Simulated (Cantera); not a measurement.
What does this Cantera script print?

```python
import numpy as np
import cantera as ct

gas_names = """
    H HO2 H2 H2O H2O2 O OH O2 O3 V VO VO2
""".split()
cond_names = """
    H2O(s) H2O(L) V(cr) V(L) VO(s) VO(L) V2O3(s) V2O3(L) V2O4(I) V2O4(II) V2O4(L) V2O5(s) V2O5(L)
""".split()


def load(file, names, dense=False):
    # The tables refer to 1 bar. Condensed volumes are neglected.
    table = {s.name: s for s in ct.Species.list_from_file(file)}
    out = []
    for n in names:
        d = dict(table[n].input_data)
        d["thermo"] = dict(d["thermo"], **{"reference-pressure": 1e5})
        if dense:
            d["equation-of-state"] = {"model": "constant-volume", "density": "1e6 g/cm^3"}
        out.append(ct.Species.from_dict(d))
    return out


gas = ct.Solution(thermo="ideal-gas", species=load("nasa_gas.yaml", gas_names))
cond = {s.name: ct.Solution(thermo="fixed-stoichiometry", species=[s], name=s.name)
        for s in load("nasa_condensed.yaml", cond_names, dense=True)}
atoms = {
    'V': {'V': 1},
    'H2O': {'H': 2, 'O': 1},
    'O2': {'O': 2},
}
top_T = {}  # K; cautious upper limits of use, not melting points


def equilibrate(T, P, feed):
    n = {}
    for name, mol in feed.items():
        for a, k in atoms[name].items():
            n[a] = n.get(a, 0.0) + k * mol
    gas.TPX = T, P, n
    mass = sum(n.values()) * gas.mean_molecular_weight
    gas.equilibrate("TP")
    valid = [c for c in cond.values() if c.min_temp <= T <= top_T.get(c.name, c.max_temp)]
    mix = ct.Mixture([(gas, mass / gas.mean_molecular_weight)] + [(c, 0.0) for c in valid])
    mix.T, mix.P = T, P
    mix.equilibrate("TP", solver="vcs", rtol=1e-11, max_steps=5000)
    return mix


results = []
T = 2623.15  # K
P = 101325  # Pa
for m in [0.57, 1, 1.8, 3.3, 5.9, 11, 19]:
    feed = {'V': 1, 'H2O': m, 'O2': 4.1}  # mol
    mix = equilibrate(T, P, feed)
    results.append((T, P, feed, dict(zip(mix.species_names, mix.species_moles))))

top = {s: max(r[3][s] / sum(r[3][g] for g in gas_names) for r in results) for s in gas_names}
cols = sorted((s for s in top if top[s] > 0.0001), key=lambda s: -top[s])[:7]
seen = [c for c in cond_names if any(r[3].get(c, 0) > 1e-12 for r in results)]
print("log10 of partial pressures in bar; condensed amounts in mol")
print(f"{'n(H2O)':>10s}" + "".join(f"{s[:9]:>10s}" for s in cols + seen))
for T, P, feed, n in results:
    ng = sum(n[g] for g in gas_names)
    print(f"{feed['H2O']:10.4g}" + "".join(f"{np.log10(max(n[s] / ng * P / 1e5, 1e-99)):10.3f}" for s in cols)
          + "".join(f"{n.get(c, 0):10.4g}" for c in seen))
```

It prints:

```
log10 of partial pressures in bar; condensed amounts in mol
    n(H2O)       H2O        O2       VO2        OH         O        H2         H   V2O4(L)
      0.57    -0.908    -0.123    -1.107    -1.496    -1.649    -2.825    -2.788     0.343
         1    -0.701    -0.173    -1.107    -1.405    -1.674    -2.593    -2.672    0.3241
       1.8    -0.515    -0.254    -1.107    -1.332    -1.715    -2.367    -2.559    0.2893
       3.3    -0.363    -0.374    -1.107    -1.286    -1.775    -2.155    -2.453    0.2242
       5.9    -0.256    -0.526    -1.107    -1.271    -1.851    -1.972    -2.361    0.1115
        11    -0.174    -0.716    -1.187    -1.277    -1.946    -1.794    -2.272         0
        19    -0.122    -0.896    -1.373    -1.296    -2.036    -1.652    -2.201         0
```

Equilibrium computed with Cantera from the NASA thermochemical tables; the gas is ideal and each condensed phase is pure. Condensed phases not in the tables: the oxides between V2O3 and V2O5 other than VO2.
